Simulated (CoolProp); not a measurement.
Vapour-liquid equilibrium of n-hexane (1) + toluene (2) at 0.306 bar; x and y are mole fractions of (1).

Computed with CoolProp (multi-fluid Helmholtz-energy mixture model, Thol 2019 and Lemmon 2006; pair parameters Bell 2016).

Question: Give the bubble temperature and the first vapour's composition at x = 0.15, 0.25, 0.85. Is there an azeotrope?

Answer: x = 0.15: 332.3 K, y = 0.492; x = 0.25: 326.8 K, y = 0.634; x = 0.85: 310.8 K, y = 0.950. No azeotrope shows between x = 0.05 and 0.95.

Pair parameters are fitted to limited data, so mixtures are less certain than the pure fluids.
